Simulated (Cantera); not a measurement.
A perfectly stirred reactor is fed with CH4 : H2 : CO2 = 0.03 : 1 : 0.021 (molar parts), at 7.50 Torr; it is held at 1500 K, and followed from long to short residence time.

Computed with Cantera and GRI-Mech 3.0 (53 species, 325 reactions). Radical loss at walls, strong at low pressure, is not modelled.

Task: Predict: x(CH4) at τ = 18.0 s; x(H2) at τ = 18.0 s; x(CO2) at τ = 18.0 s; x(CH2) at τ = 18.0 s; x(C2H4) at τ = 18.0 s; x(CH4) at τ = 0.240 s; x(H2) at τ = 0.240 s; x(CO2) at τ = 0.240 s; x(CH2) at τ = 0.240 s; x(C2H4) at τ = 0.240 s.

Result: 
| Quantity | Result |
|---|---|
| x(CH4) at τ = 18.0 s | 0.0224 |
| x(H2) at τ = 18.0 s | 0.938 |
| x(CO2) at τ = 18.0 s | 0.00316 |
| x(CH2) at τ = 18.0 s | 8.04e-9 |
| x(C2H4) at τ = 18.0 s | 2.39e-5 |
| x(CH4) at τ = 0.240 s | 0.0285 |
| x(H2) at τ = 0.240 s | 0.951 |
| x(CO2) at τ = 0.240 s | 0.0195 |
| x(CH2) at τ = 0.240 s | 1.24e-9 |
| x(C2H4) at τ = 0.240 s | 3.49e-6 |
